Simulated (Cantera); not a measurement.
## Silicon oxide and oxynitride deposition: TEOS + H2O + N2

Charge: 1 mol TEOS, 4.5 mol H2O, 3.3 mol N2, held at 13300 Pa.

Equilibrium computed with Cantera from the NASA thermochemical tables; the gas is ideal and each condensed phase is pure. Candidate condensed phases: C, C6H6, C7H8, C8H18, H2O, Si, SiC, SiO2, Si2N2O, Si3N4; 151 gas species. The feed counts by its element totals alone. N2 is the only nitrogen source here; it is nearly inert below about 1500 K, so the nitride shown seldom forms there in practice. Mutual solubility and eutectic melting of coexisting phases are not modelled. The tables hold silica as quartz up to 1696 K and as liquid above; real silica turns to tridymite and cristobalite and melts near 1996 K. Kinetics and transport are ignored.

```
T (°C)   x H2   x CO   x N2     x H2O     x CO2  n C(graphite)  n SiO2(β-quartz)  n Si2N2O(s)
------  -----  -----  -----  --------  --------  -------------  ----------------  -----------
675     0.586  0.234  0.141    0.0177    0.0128           2.03              1.00            0
725     0.590  0.254  0.138   0.00816   0.00508           1.71              1.00            0
775     0.593  0.262  0.137   0.00387   0.00203           1.58              1.00            0
825     0.594  0.265  0.136   0.00193  0.000855           1.53              1.00            0
875     0.595  0.266  0.136   0.00102  0.000385           1.51              1.00            0
925     0.596  0.267  0.136  0.000563  0.000185           1.50              1.00            0
975     0.596  0.267  0.136  0.000326   9.40e-5           1.50              1.00            0
1025    0.596  0.267  0.136  0.000197   5.05e-5           1.50             1.000            0
1075    0.596  0.267  0.136  0.000124   2.84e-5           1.49             1.000            0
1125    0.579  0.303  0.118   8.85e-5   2.14e-5          0.426             0.288        0.356
1175    0.573  0.316  0.111   9.66e-5   2.25e-5              0           0.00143        0.499
1225    0.573  0.316  0.111  0.000103   2.21e-5              0                 0        0.499
1275    0.573  0.316  0.111   7.59e-5   1.50e-5              0                 0        0.498
1325    0.573  0.316  0.111   4.52e-5   8.31e-6              0                 0        0.494
```
x: gas mole fraction; n: condensed amount in mol.

From 675 °C to 1075 °C the condensed part is C(graphite) + SiO2(β-quartz). At 1125 °C the condensed part is C(graphite) + SiO2(β-quartz) + Si2N2O(s). At 1175 °C the condensed part is SiO2(β-quartz) + Si2N2O(s). From 1225 °C to 1325 °C the condensed part is Si2N2O(s).
